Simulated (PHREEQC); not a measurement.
PHREEQC input (ion-association model, wateq4f.dat):

```
SOLUTION_MASTER_SPECIES
  An  An-  0  An  62.0  # stands for a non-complexing anion
SOLUTION_SPECIES
  An- = An-
    -log_k 0
    -gamma 3.0 0
PHASES
  Fix_H+
    H+ = H+
    -log_k 0
SOLUTION 1
  temp 25
  units mmol/kgw
  pH 7 charge
  Cl 0.3386
  Sr 0.16
  Mg 0.0093
  Na 1
  An 1
END
SELECTED_OUTPUT 1
  -reset false
  -pH true
  -pe true
  -ionic_strength true
  -water true
  -totals Cl Mg Na Sr
  -molalities Hfo_wOH Hfo_wOH2+ Hfo_wO- Hfo_sOH Hfo_sOH2+ Hfo_sO- Hfo_wOMg+ Hfo_sOHSr+2 Hfo_wOSr+ Hfo_wOSrOH
  -saturation_indices Brucite Halite
USER_PUNCH 1
  -headings sigma psi
  10 PUNCH EDL("sigma", "Hfo"), EDL("psi", "Hfo")
PRINT
  -reset false
USE solution 1
SURFACE 1
  Hfo_wOH 0.000114607 600 0.051
  Hfo_sOH 2.86517e-06
EQUILIBRIUM_PHASES 1
  Fix_H+ -3 HAn 10
    -force_equality true
  O2(g) -0.68 10
END
# ... the last block is repeated for the other 12 points of pH, with NaOH or the acid as the point needs
```

Selected output (columns that matter, 13 of 13 rows; pH added in front):

```
pH	mu	Mg	Na	Sr	m_Hfo_wOH	m_Hfo_wOH2+	m_Hfo_wO-	m_Hfo_sOH	m_Hfo_sOH2+	m_Hfo_sO-	si_Brucite	si_Halite	sigma	psi
3	0.0026031	9.3e-06	0.001	0.00016	3.2512e-05	8.1799e-05	2.9603e-07	8.1279e-07	2.045e-06	7.4006e-09	-15.966	-8.101	0.26344	0.23007
3.5	0.0018687	9.3e-06	0.001	0.00016	5.3852e-05	5.9641e-05	1.1139e-06	1.3463e-06	1.491e-06	2.7848e-08	-14.953	-8.094	0.18917	0.22158
4	0.0016331	9.3e-06	0.001	0.00016	6.8795e-05	4.3308e-05	2.5035e-06	1.7199e-06	1.0827e-06	6.2588e-08	-13.948	-8.0914	0.13189	0.20651
4.5	0.0015551	9.3e-06	0.001	0.00016	7.8162e-05	3.2082e-05	4.3624e-06	1.954e-06	8.0205e-07	1.0906e-07	-12.946	-8.0905	0.089597	0.18792
5	0.0015276	9.3e-06	0.001	0.00016	8.3471e-05	2.4665e-05	6.4713e-06	2.0867e-06	6.1661e-07	1.6178e-07	-11.946	-8.0902	0.058806	0.16679
5.5	0.0015171	9.3e-06	0.001	0.00016	8.6122e-05	1.9982e-05	8.5031e-06	2.1527e-06	4.9948e-07	2.1255e-07	-10.945	-8.0901	0.037106	0.14342
6	0.0015125	9.2998e-06	0.001	0.00016	8.7284e-05	1.7139e-05	1.0183e-05	2.1798e-06	4.2803e-07	2.543e-07	-9.9454	-8.09	0.022504	0.11813
6.5	0.0015102	9.2984e-06	0.001	0.00015998	8.7743e-05	1.5435e-05	1.1427e-05	2.1749e-06	3.8258e-07	2.8324e-07	-8.9454	-8.09	0.013111	0.091379
7	0.0015085	9.2856e-06	0.001	0.0001598	8.7914e-05	1.4261e-05	1.2415e-05	2.0482e-06	3.3225e-07	2.8925e-07	-7.946	-8.09	0.0072418	0.063883
7.5	0.0015065	9.1728e-06	0.0010016	0.00015892	8.7843e-05	1.2754e-05	1.386e-05	1.3886e-06	2.0161e-07	2.1911e-07	-6.9513	-8.0893	0.0035872	0.037154
8	0.0015053	8.3323e-06	0.0010076	0.0001575	8.6661e-05	1.0685e-05	1.6102e-05	4.2486e-07	5.2383e-08	7.894e-08	-5.9931	-8.0866	0.0010523	0.011775
8.5	0.0015029	5.0111e-06	0.0010205	0.00015585	8.1654e-05	7.8788e-06	1.9386e-05	8.3596e-08	8.0663e-09	1.9847e-08	-5.2142	-8.0811	-0.0010269	-0.011505
9	0.001501	1.6454e-06	0.001047	0.00014983	6.9522e-05	4.2915e-06	2.5801e-05	2.1863e-08	1.3496e-09	8.1138e-09	-4.6987	-8.07	-0.0027664	-0.029607
```

The oxide is taken as insoluble; below pH 4 it would dissolve.
